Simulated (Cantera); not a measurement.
A perfectly stirred reactor is fed with 12.8 % CH₄, 87.2 % H₂, at 1.01 bar; it is held at 1700 K, and followed from long to short residence time.

Cantera simulation using GRI-Mech 3.0 (53 species, 325 reactions); the numbers are that mechanism's predictions, not measurements. GRI-Mech 3.0 stops at C3 and has no aromatics, soot or wall deposition, so with more carbon than oxygen in the feed, carbon stays in small species such as C2H2 where larger ones or solid carbon would form.

Task: Predict: x(CH₄) at τ = 2.60 s; x(H₂) at τ = 2.60 s; x(H) at τ = 2.60 s; x(CH₂) at τ = 2.60 s; x(C₂H₆) at τ = 2.60 s; x(CH₄) at τ = 27.0 ms; x(H₂) at τ = 27.0 ms; x(H) at τ = 27.0 ms; x(CH₂) at τ = 27.0 ms; x(C₂H₆) at τ = 27.0 ms.

Result: 
* **x(CH₄) at τ = 2.60 s**: 0.0280
* **x(H₂) at τ = 2.60 s**: 0.927
* **x(H) at τ = 2.60 s**: 0.000141
* **x(CH₂) at τ = 2.60 s**: 1.34e-8
* **x(C₂H₆) at τ = 2.60 s**: 4.97e-6
* **x(CH₄) at τ = 27.0 ms**: 0.0936
* **x(H₂) at τ = 27.0 ms**: 0.891
* **x(H) at τ = 27.0 ms**: 0.000125
* **x(CH₂) at τ = 27.0 ms**: 3.61e-8
* **x(C₂H₆) at τ = 27.0 ms**: 3.25e-5
